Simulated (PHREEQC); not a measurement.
0.027 g of hydrous ferric oxide (600 m²/g; 0.2 weak and 0.005 strong sites per Fe, Dzombak-Morel constants, diffuse double layer) in 1 kg of water with 0.001 mol/kgw of an inert sodium salt and 0.18 mmol/kgw CuSO4, 0.0038 mmol/kgw MnCl2 and 0.019 mmol/kgw CuCl2, at 25 °C; the pH is set by adding NaOH or the inert anion's acid. No oxygen is let in. CO2 from the air is kept out. Precipitation was switched off in this run.

Computed with PHREEQC (ion-association model, wateq4f.dat).

### Question
Predict S sorbed (%), Cu sorbed (%), surface charge σ (C/m²), surface potential ψ (mV) at pH = 5, 6.5, 11.

### Answer
```tsv
pH	S sorbed (%)	Cu sorbed (%)	surface charge σ (C/m²)	surface potential ψ (mV)
5	13.1	4.6	0.015	96
6.5	10.1	20.2	0.022	115
11	0.0	12.2	-0.012	-72
```

Along this series the solution becomes supersaturated in solids that the run did not let form, among them Cu(OH)2, Brochantite, Antlerite, Atacamite. The database's constant for dissolved Cu(OH)2 is higher than later reviews accept. The oxide is taken as insoluble; below pH 4 it would dissolve.
